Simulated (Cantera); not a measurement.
Feed: 1 mol SiH4, 0.011 mol CH4, 1900 mol H2, 5 mol HCl, at 1750 °C.

These are equilibrium values from Cantera (NASA tables, ideal gas, pure condensed phases), not measurements of a reactor. Candidate condensed phases: C, C6H6, C7H8, C8H18, Si, SiC; 109 gas species. Rates play no part.

Question: At 1.00 mbar, list the 5 most abundant gas species with their mole fractions, and the condensed phases.

Answer: H2 0.939, H 0.0582, HCl 0.00243, Si 0.000496, Cl 0.000112. Condensed: gas only.
